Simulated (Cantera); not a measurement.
What does this Cantera script print?

```python
import numpy as np
import cantera as ct

gas_names = """
    C CN CO CO2 C2 CCN CNC C2N2 C2O C3 C3O2 C4 C4N2 C5 N NCO NO NO2 NO3 N2 N2O O O2 O3 Pb PbO Pb2
""".split()
cond_names = """
    C(gr) Pb(cr) Pb(L) PbO(rd) PbO(yw) PbO(L) PbO2(s) Pb3O4(s)
""".split()


# ... load() reads the species with a 1 bar reference pressure and builds the phases ...
atoms = {
    'Pb': {'Pb': 1},
    'CO2': {'C': 1, 'O': 2},
    'N2': {'N': 2},
}
top_T = {'C(gr)': 4500, 'Pb3O4(s)': 820}  # K; cautious upper limits of use, not melting points


# ... equilibrate(T, P, feed) seeds the gas with the atoms and calls Mixture.equilibrate('TP', solver="vcs", rtol=1e-11, max_steps=5000) ...
results = []
feed = {'Pb': 1, 'CO2': 2.3, 'N2': 2.1}  # mol
T = 1173.15  # K
P = 740  # Pa
mix = equilibrate(T, P, feed)
results.append((T, P, feed, dict(zip(mix.species_names, mix.species_moles))))
print(gas.report(threshold=1e-05))
for i in range(1, mix.n_phases):
    print(f"{mix.phase(i).name:16s} {mix.phase_moles(i):12.5e} mol")
```

Output:

```
       temperature   1173.2 K
          pressure   740 Pa
           density   0.0035121 kg/m^3
  mean mol. weight   46.294 kg/kmol
   phase of matter   gas

                          1 kg             1 kmol
                     ---------------   ---------------
          enthalpy       -3.1936e+06       -1.4785e+08  J
   internal energy       -3.4043e+06        -1.576e+08  J
           entropy            6521.5        3.0191e+05  J/K
    Gibbs function       -1.0844e+07       -5.0203e+08  J
 heat capacity c_p            945.99             43794  J/K
 heat capacity c_v            766.39             35479  J/K

                      mass frac. Y      mole frac. X     chem. pot. / RT
                     ---------------   ---------------   ---------------
                CO        0.00056441        0.00093285           -49.249
               CO2           0.46718           0.49144           -75.003
                N2           0.27204           0.44956           -30.996
                Pb            0.2557          0.057131            -10.41
               PbO         0.0044975        0.00093283           -36.163
     [  +22 minor]        1.4409e-05        1.6262e-06

C(gr)             0.00000e+00 mol
Pb(L)             7.28754e-01 mol
PbO(L)            0.00000e+00 mol
PbO2(s)           0.00000e+00 mol
```

Cantera equilibrium calculation (NASA polynomials, part measured and part estimated; ideal gas, pure solids and liquids).
